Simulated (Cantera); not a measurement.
A perfectly stirred reactor is fed with 17.9 % C2H4, 82.1 % H2, at 0.00336 atm; it is held at 2000 K, and followed from long to short residence time.

Model: GRI-Mech 3.0 (53 species, 325 reactions), integrated in Cantera. GRI-Mech 3.0 was tuned for natural gas; its chemistry of ethylene as a main component is partial and can be far from experiment. GRI-Mech 3.0 stops at C3 and has no aromatics, soot or wall deposition, so with more carbon than oxygen in the feed, carbon stays in small species such as C2H2 where larger ones or solid carbon would form. Radical loss at walls, strong at low pressure, is not modelled.

One state of this run: x C2H4 = 0.000803; x H2 = 0.846; x C2H = 6.56e-6; x C2H2 = 0.151; x CH3 = 4.03e-6. x: mole fraction; the columns are a selection and need not sum to one.

### Question
Which value of τ (s) does it belong to?
A. 3.0
B. 0.10
C. 7.0
D. 0.55

### Answer
D, 0.55
